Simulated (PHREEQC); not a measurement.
Synthetic water in mmol/kgw, 25 °C, pH 7.65:

| constituent | mmol/kgw |
|---|---|
| Na | 185 |
| K | 21.1 |
| Ca | 3.53 |
| Mg | 35.1 |
| Cl | 253 |
| S(6) | 23.4 |
| Alkalinity (meq/kgw) | 0.577 |
| B | 1.21 |

Cl is adjusted to close the charge balance.
Valence states are taken as typed.

Model: Pitzer model, pitzer.dat, run in PHREEQC.

No solid was allowed to form.

Task: Order these B species by the share of B that they hold, largest first: CaB(OH)4+, MgB(OH)4+, B(OH)3, B(OH)4-.

Result: B(OH)3 (95 %), B(OH)4- (4.4 %), MgB(OH)4+ (0.81 %), CaB(OH)4+ (0.13 %)

Task: Order these C species by the share of C that they hold, largest first: CO3-2, CO2, MgCO3, HCO3-.

Result: HCO3- (95 %), CO2 (3.1 %), MgCO3 (1.0 %), CO3-2 (0.91 %)

The pH is 7.65 and the ionic strength 0.345 mol/kgw.
